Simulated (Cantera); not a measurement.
An adiabatic, constant-pressure homogeneous reactor starts with CH₃OH : O₂ : N₂ = 1 : 2.73 : 10.3 (molar parts), equivalence ratio 0.55, at 1800 K and 500000 Pa. Integrator tolerance rtol = 1e-08.

Cantera simulation using GRI-Mech 3.0 (53 species, 325 reactions); the numbers are that mechanism's predictions, not measurements. GRI-Mech 3.0 was tuned for natural gas; its chemistry of methanol as a main component is partial and can be far from experiment.

**Question.** What does this change do: initial temperature 1800 to 1075 K?

**Answer.** 
| quantity | before | after |
|---|---|---|
| time of steepest temperature rise | 7.80 µs | 29.6 ms |
| temperature at 3.00 s | 2716 K | 2229 K |
| equilibrium temperature | 2716 K | 2229 K |
| x(CH₃OH) at 3.00 s | <1e-12 (gas-phase equilibrium <1e-12) | <1e-12 (gas-phase equilibrium <1e-12) |
| x(O₂) at 3.00 s | 0.0750 (gas-phase equilibrium 0.0750) | 0.0800 (gas-phase equilibrium 0.0800) |
| x(H₂O) at 3.00 s | 0.124 (gas-phase equilibrium 0.124) | 0.135 (gas-phase equilibrium 0.135) |
| x(NO) at 3.00 s | 0.0183 (gas-phase equilibrium 0.0183) | 0.00789 (gas-phase equilibrium 0.00789) |
| x(C₂H₂) at 3.00 s | <1e-12 (gas-phase equilibrium <1e-12) | <1e-12 (gas-phase equilibrium <1e-12) |

**Question.** What does this change do: O2 2.73 to 0.92 parts?

**Answer.** 
```csv
quantity,before,after
time of steepest temperature rise,7.80 µs,7.90 µs
temperature at 3.00 s,2716 K,2491 K
equilibrium temperature,2716 K,2491 K
x(CH₃OH) at 3.00 s,<1e-12 (gas-phase equilibrium <1e-12),<1e-12 (gas-phase equilibrium <1e-12)
x(O₂) at 3.00 s,0.0750 (gas-phase equilibrium 0.0750),6.03e-5 (gas-phase equilibrium 6.03e-5)
x(H₂O) at 3.00 s,0.124 (gas-phase equilibrium 0.124),0.112 (gas-phase equilibrium 0.112)
x(NO) at 3.00 s,0.0183 (gas-phase equilibrium 0.0183),0.000381 (gas-phase equilibrium 0.000381)
x(C₂H₂) at 3.00 s,<1e-12 (gas-phase equilibrium <1e-12),<1e-12 (gas-phase equilibrium <1e-12)
```
